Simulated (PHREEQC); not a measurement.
PHREEQC input (Pitzer model, pitzer.dat):

```
SOLUTION 1
  temp 20
  units mol/kgw
  pH 7 charge
  C(4) 0.0032
  Na 0.0166
  S(6) 0.0051
  Cl 0.0056
  K 0.0056
END
USE solution 1
INCREMENTAL_REACTIONS false
REACTION 1
  H2O -1
  0 9.886 18.011 24.689 30.178 34.689 38.397 41.444
  43.949 46.007 47.699 49.089 50.232 51.172 51.944 52.578
  53.1 53.528 53.88 54.17 54.408 54.603 54.764 54.896
  55.005 55.094 55.168 55.228 moles
EQUILIBRIUM_PHASES 1
  Arcanite 0 0
  Burkeite 0 0
  Glaserite 0 0
  Halite 0 0
  Kalicinite 0 0
  Mirabilite 0 0
  Misenite 0 0
  Nahcolite 0 0
  Natron 0 0
  Sylvite 0 0
  Thenardite 0 0
  Trona 0 0
SELECTED_OUTPUT 1
  -reset false
  -pH true
  -pe true
  -ionic_strength true
  -water true
  -activities H2O
  -totals C Cl K Na S
  -molalities H+ Na+ K+ Cl- CO3-2 SO4-2 OH- HCO3- CO2 HSO4-
  -equilibrium_phases Arcanite Burkeite Glaserite Halite Kalicinite Mirabilite Misenite Nahcolite Natron Sylvite
    Thenardite Trona
PRINT
  -reset false
END
```

Selected output (columns that matter, 18 of 28 rows; water left (kg) added in front):

```
water left (kg)	pH	mu	C	Cl	K	Na	S	m_H+	m_Na+	m_K+	m_Cl-	m_CO3-2	m_SO4-2	la_H2O
1	10.832	0.029953	0.0032	0.0056	0.0056	0.0166	0.0051	1.7699e-11	0.0166	0.0056	0.0056	0.0026529	0.0051	-0.00026309
0.675516	10.899	0.044493	0.0047371	0.00829	0.00829	0.024574	0.0075498	1.5671e-11	0.024574	0.00829	0.00829	0.0040798	0.0075498	-0.00038275
0.555206	10.932	0.054216	0.0057636	0.010086	0.010086	0.029899	0.0091858	1.4821e-11	0.029899	0.010086	0.010086	0.0050446	0.0091858	-0.00046151
0.375047	10.994	0.080466	0.0085323	0.014931	0.014931	0.044261	0.013598	1.3384e-11	0.044261	0.014931	0.014931	0.007675	0.013598	-0.00067065
0.308244	11.025	0.098013	0.010381	0.018167	0.018167	0.053853	0.016545	1.2775e-11	0.053853	0.018167	0.018167	0.0094466	0.016545	-0.00080828
0.208221	11.083	0.14537	0.015368	0.026895	0.026895	0.079723	0.024493	1.1732e-11	0.079723	0.026895	0.026895	0.01426	0.024493	-0.0011736
0.140661	11.14	0.21552	0.02275	0.039812	0.039812	0.11801	0.036257	1.0876e-11	0.11801	0.039812	0.039812	0.021439	0.036257	-0.0017033
0.115619	11.168	0.26237	0.027677	0.048435	0.048435	0.14357	0.04411	1.0503e-11	0.14357	0.048435	0.048435	0.026253	0.04411	-0.0020516
0.0780927	11.223	0.38889	0.040977	0.07171	0.07171	0.21257	0.065307	9.8444e-12	0.21257	0.07171	0.07171	0.039302	0.065307	-0.0029758
0.0641847	11.25	0.47338	0.049856	0.087248	0.087248	0.25863	0.079458	9.5473e-12	0.25863	0.087248	0.087248	0.048042	0.079458	-0.0035828
0.0433586	11.304	0.70132	0.073803	0.12916	0.12916	0.38285	0.11762	8.9864e-12	0.38285	0.12916	0.12916	0.071686	0.11762	-0.0051897
0.0356479	11.331	0.85331	0.089767	0.15709	0.15709	0.46567	0.14307	8.707e-12	0.46567	0.15709	0.15709	0.087486	0.14307	-0.0062419
0.024082	11.384	1.2639	0.13288	0.23254	0.23254	0.68931	0.21178	8.0924e-12	0.68931	0.23254	0.23254	0.13025	0.21178	-0.0090334
0.0162813	11.439	1.8703	0.19654	0.34395	0.34395	1.0196	0.31324	7.2993e-12	1.0196	0.34395	0.34395	0.19355	0.31324	-0.01309
0.0133809	11.469	2.2762	0.23915	0.41851	0.41851	1.2406	0.38114	6.784e-12	1.2406	0.41851	0.41851	0.23597	0.38114	-0.015802
0.0090392	11.534	3.3706	0.35401	0.61952	0.61952	1.8364	0.56421	5.4215e-12	1.8364	0.61952	0.61952	0.35046	0.56421	-0.023273
0.00743585	11.572	4.098	0.43035	0.75311	0.75311	2.2324	0.68587	4.5658e-12	2.2324	0.75311	0.75311	0.4266	0.68587	-0.028467
0.00502183	11.665	6.0693	0.63722	1.1151	1.1151	3.3056	1.0156	2.6287e-12	3.3056	1.1151	1.1151	0.63305	1.0156	-0.043921
```
